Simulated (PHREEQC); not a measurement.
1 kg of water holding 0.014 mol/kgw MgCl2 and 0.26 mol/kgw NaCl is evaporated at 25 °C; the solids stay in contact with the brine. CO2 from the air is kept out. The run lets Bischofite, Brucite, Halite, MgCl2_4H2O precipitate or redissolve, and no other solid.

The series has 28 steps of water left (kg), from 1 to 0.005012.

Equilibrium calculation in PHREEQC: Pitzer model, pitzer.dat.

Which solids form, in which order, and at which step of the series does each first stand?

Halite from water left = 0.04335 kg.
